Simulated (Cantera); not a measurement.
A freely propagating, adiabatic, planar premixed flame of 6.93 % CH₄, 19.6 % O₂, 73.5 % N₂, equivalence ratio 0.71, unburnt at 650 K and 750 Torr; multicomponent+Soret transport, grid criteria slope 0.08 and curve 0.16, no radiation.

Model: GRI-Mech 3.0 (53 species, 325 reactions), integrated in Cantera. Burning velocities carry a grid error of a few per cent, more on coarse grids.

Predict: laminar burning velocity; thermal thickness; peak x(C₂H); peak x(OH); peak x(HO₂).


```json
{
  "laminar_burning_velocity": "109 cm/s",
  "thermal_thickness": "0.388 mm",
  "peak x(C₂H)": "2.78e-8",
  "peak x(OH)": "0.00792",
  "peak x(HO₂)": "0.000206"
}
```
